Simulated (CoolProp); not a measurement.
A single-stage vapour-compression cycle with carbon dioxide: evaporating at 235.15 K (dew point), condensing at 268.15 K (bubble point), superheat 8 K, subcooling 2 K, compressor efficiency 0.7, no pressure losses. Each further row changes one setting.

Values from CoolProp's reference Helmholtz-energy equation of state, Span 1996.

| case | cooling COP | pressure ratio | discharge temperature (K) | refrigerating effect (kJ/kg) | volumetric capacity (kJ/m³) |
|---|---|---|---|---|---|
| as stated | 3.86 | 2.82 | 332.0 | 261 | 6940 |
| evaporating temperature 240.15 K | 4.76 | ? | 321.5 | 262 | ? |
| condensing temperature 263.15 K | ? | 2.45 | 319.1 | 272 | 7250 |
| subcooling 7 K | 4.03 | 2.82 | 332.0 | 272 | 7250 |
| superheat 18 K | ? | 2.82 | ? | 271 | ? |
| compressor efficiency 0.6 | ? | 2.82 | ? | 261 | 6940 |

### Question
What belongs in the gaps?

### Answer

- evaporating temperature 240.15 K, pressure ratio: 2.36
- evaporating temperature 240.15 K, volumetric capacity (kJ/m³): 8300
- condensing temperature 263.15 K, cooling COP: 4.73
- superheat 18 K, cooling COP: 3.78
- superheat 18 K, discharge temperature (K): 345.2
- superheat 18 K, volumetric capacity (kJ/m³): 6800
- compressor efficiency 0.6, cooling COP: 3.31
- compressor efficiency 0.6, discharge temperature (K): 342.6
